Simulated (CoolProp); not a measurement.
Vapour-liquid equilibrium of ethane (1) + hydrogen sulfide (2) at 1330 kPa; x and y are mole fractions of (1).

Model: multi-fluid Helmholtz-energy mixture model, Bücker 2006 and Lemmon 2006; pair parameters Kunz 2012, in CoolProp.

```
x     bubble temperature (K)  y at the bubble point  dew temperature at overall composition x (K)  liquid density (mol/L)
----  ----------------------  ---------------------  --------------------------------------------  ----------------------
0.05                   273.8                  0.219                                         280.3                   23.42
0.15                   263.6                  0.451                                         276.5                   22.31
0.25                   258.5                  0.557                                         272.5                   21.09
0.35                   255.7                  0.615                                         268.2                   19.92
0.45                   253.9                  0.658                                         263.7                   18.86
0.55                   252.6                  0.697                                         258.8                   17.92
0.65                   251.6                  0.740                                         254.2                   17.09
0.75                   250.8                  0.791                                         251.4                   16.36
0.85                   250.3                  0.857                                         250.3                   15.72
0.95                   250.4                  0.945                                         250.5                   15.13
```

y crosses x between x = 0.85 and 0.95: the model has an azeotrope there.

Pair parameters are fitted to limited data, so mixtures are less certain than the pure fluids. With so large a gap from Raoult's law the liquid may split in two, which this calculation doesn't test in full.
